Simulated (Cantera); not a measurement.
A Cantera script and its output.

```python
import numpy as np
import cantera as ct

gas = ct.Solution("gri30.yaml")
gas.TPX = 1448, 1200, {'H2': 0.039, 'O2': 1, 'H2O': 0.048}
reactor = ct.IdealGasConstPressureReactor(gas, energy="off", clone=False)
net = ct.ReactorNet([reactor])
net.rtol, net.atol = 1e-08, 1e-18
show = ['H2', 'O2', 'HO2', 'OH', 'O']
times = np.geomspace(0.0002, 20, 9)

steps = ct.SolutionArray(gas, extra=["t"])
rows = []
print(f"{'t/s':>10s}{'T/K':>9s}{'P/Pa':>11s}" + "".join(f"{s:>11s}" for s in show))
for t in times:
    while net.time < t:
        t_next = net.step()
        steps.append(gas.state, t=t_next)
    rows.append([np.interp(t, steps.t, y) for y in (steps.T, steps.P, *steps(*show).X.T)])
    print(f"{t:10.3e}{rows[-1][0]:9.1f}{rows[-1][1]:11.4g}" + "".join(f"{x:11.3e}" for x in rows[-1][2:]))
rate = np.gradient(steps.T, steps.t)
print("integrator steps:", len(steps.t))
if steps.T.max() > steps.T[0] + 200:
    print(f"time of steepest temperature rise: {steps.t[rate.argmax()]:.4e} s")
gas.TPX = 1448, 1200, {'H2': 0.039, 'O2': 1, 'H2O': 0.048}
gas.equilibrate("TP")
print(f"equilibrium (TP): T = {gas.T:.1f} K  " + "  ".join(f"{s} {gas[s].X[0]:.3e}" for s in show))
```

It prints:

```
       t/s      T/K       P/Pa         H2         O2        HO2         OH          O
 2.000e-04   1448.0       1200  3.588e-02  9.200e-01  2.707e-07  4.919e-07  5.281e-07
 8.434e-04   1448.0       1200  3.537e-02  9.195e-01  1.243e-06  2.394e-04  2.636e-04
 3.557e-03   1448.0       1200  9.701e-04  8.898e-01  1.818e-06  6.985e-03  2.470e-02
 1.500e-02   1448.0       1200  8.626e-04  8.930e-01  1.740e-06  6.598e-03  2.181e-02
 6.325e-02   1448.0       1200  5.491e-04  9.022e-01  1.436e-06  5.291e-03  1.362e-02
 2.667e-01   1448.0       1200  1.475e-04  9.137e-01  6.909e-07  2.760e-03  3.572e-03
 1.125e+00   1448.0       1200  1.682e-05  9.177e-01  1.566e-07  9.347e-04  4.027e-04
 4.743e+00   1448.0       1200  1.954e-06  9.183e-01  8.927e-08  3.189e-04  4.667e-05
 2.000e+01   1448.0       1200  7.304e-07  9.184e-01  1.186e-07  1.951e-04  1.746e-05
integrator steps: 1405
equilibrium (TP): T = 1448.0 K  H2 7.186e-07  O2 9.184e-01  HO2 1.193e-07  OH 1.935e-04  O 1.717e-05
```

Model: GRI-Mech 3.0 (53 species, 325 reactions), integrated in Cantera. Radical loss at walls, strong at low pressure, is not modelled. The temperature is held fixed by assumption; the heat of reaction is taken as removed at once.
